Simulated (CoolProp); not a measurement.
Saturation properties of oxygen (Tc = 154.6 K, pc = 5.046 MPa, ω = 0.022).

Computed with CoolProp (reference Helmholtz-energy equation of state, Schmidt 1985).

| T (K) | p (MPa) | vapour viscosity (µPa s) | liquid conductivity (mW/(m K)) |
|---|---|---|---|
| 90.6 | 0.1058 | 6.98 | 150 |
| 96.6 | 0.1889 | 7.46 | ___ |
| 102.7 | 0.3167 | 7.95 | 133 |
| 108.8 | 0.4998 | 8.45 | 124 |
| 114.8 | 0.7461 | 8.96 | 115 |
| 120.9 | 1.077 | 9.51 | ___ |
| 126.9 | 1.494 | 10.1 | ___ |
| 133 | 2.025 | 10.8 | 88.3 |
| 139 | 2.668 | 11.7 | 79.7 |
| 145.1 | ___ | 12.9 | 70.9 |
| 151.1 | ___ | 15.4 | 62.9 |

Problem. What belongs in the gaps?

Solution. 
- 96.6, liquid conductivity (mW/(m K)): 141
- 120.9, liquid conductivity (mW/(m K)): 106
- 126.9, liquid conductivity (mW/(m K)): 97.1
- 145.1, p (MPa): 3.462
- 151.1, p (MPa): 4.405

It boils at 90.2 K under 1 atm.

Viscosity comes from a separate model (Lemmon 2004). Thermal conductivity comes from a separate model (Lemmon 2004).
